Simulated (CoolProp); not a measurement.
Vapour-liquid equilibrium of n-hexane (1) + ethylbenzene (2) at 0.0152 MPa; x and y are mole fractions of (1).

Model: multi-fluid Helmholtz-energy mixture model, Thol 2019 and Zhou 2012; pair parameters Bell 2016, in CoolProp.

Give the bubble temperature and the first vapour's composition at x = 0.5, 0.575, 0.8. Is there an azeotrope?

x = 0.5: 303.8 K, y = 0.934; x = 0.575: 301.5 K, y = 0.949; x = 0.8: 296.0 K, y = 0.980. No azeotrope shows between x = 0.05 and 0.95.

Pair parameters are fitted to limited data, so mixtures are less certain than the pure fluids.
